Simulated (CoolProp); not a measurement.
R1123 along the isobar 5.62 MPa: fugacity coefficient from the reference equation and from simpler models built on Tc = 58.6 °C, pc = 4.549 MPa, ω = 0.243; each cubic takes its own stable root.

Computed with CoolProp (reference Helmholtz-energy equation of state, Akasaka 2020).

| T (°C) | phase | reference |
|---|---|---|
| -67.95 | liquid | 0.01486 |
| -33.25 | liquid | 0.06886 |
| 1.45 | liquid | 0.1946 |
| 36.25 | liquid | 0.3990 |
| 70.95 | supercritical | 0.6324 |
| 105.65 | supercritical | 0.7461 |
| 140.45 | supercritical | 0.8166 |
| 175.15 | supercritical | 0.8664 |

Q: How far does each simpler model (Redlich-Kwong, Soave-Redlich-Kwong) lie from the reference over these 8 states: mean and median of the absolute difference, and the worst?

A: 
- Redlich-Kwong: mean 21.2 %, median 6.0 %, worst +82.6 % at -67.95 °C and 5.62 MPa
- Soave-Redlich-Kwong: mean 2.2 %, median 1.6 %, worst +4.0 % at 1.45 °C and 5.62 MPa
